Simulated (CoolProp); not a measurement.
A Linde-Hampson liquefier for oxygen: isothermal reversible compression at 290 K from 1 atm to 40 MPa, throttling to 1 atm, return gas leaving the recuperator 2 K below the feed. Each further row changes one setting.

Model: reference Helmholtz-energy equation of state, Schmidt 1985, in CoolProp.

```tsv
case	liquid yield per pass	compression work (kJ/kg of gas)
as stated	[?]	441
high pressure 80 MPa	0.165	[?]
warm-end temperature 320 K	0.127	493
warm-end gap 7 K	[?]	441
```

**Question.** What belongs in the gaps?

**Answer.** 
- as stated, liquid yield per pass: 0.166
- high pressure 80 MPa, compression work (kJ/kg of gas): 505
- warm-end gap 7 K, liquid yield per pass: 0.156

Above 300 K oxygen's equation is extrapolated.
